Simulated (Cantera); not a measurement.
# Equilibrium for fluorocarbon and chlorocarbon gases: CF4 + H2 + HCl

Charge: 1 mol CF4, 0.54 mol H2, 0.00012 mol HCl, equilibrated at 21.0 Pa.

These are equilibrium values from Cantera (NASA tables, ideal gas, pure condensed phases), not measurements of a reactor. Candidate condensed phases: C, C6H6, C7H8, C8H18; 118 gas species. Kinetics and transport are ignored.

From 2348 K to 2648 K the condensed part is C(graphite). From 2748 K to 2948 K nothing is condensed. The main C-bearing gas is CF2 at 2348 K and C3 at 2948 K.

```
T (K)    x F   x HF       x H      x C3       x C    x CF     x CF2      x C2  n C(graphite)
-----  -----  -----  --------  --------  --------  ------  --------  --------  -------------
2348   0.674  0.279  0.000412  0.000190   8.56e-5  0.0133    0.0336   1.70e-5          0.815
2448   0.689  0.272   0.00136   0.00104  0.000382  0.0191    0.0164   9.45e-5          0.845
2548   0.690  0.265   0.00414   0.00492   0.00151  0.0260   0.00817  0.000458          0.793
2648   0.674  0.249    0.0114    0.0207   0.00541  0.0337   0.00407   0.00196          0.544
2748   0.644  0.215    0.0276    0.0525    0.0154  0.0367   0.00178   0.00580              0
2848   0.653  0.177    0.0557    0.0460    0.0292  0.0300  0.000661   0.00816              0
2948   0.660  0.126    0.0923    0.0356    0.0507  0.0238  0.000250    0.0103              0
```
x: gas mole fraction; n: condensed amount in mol.
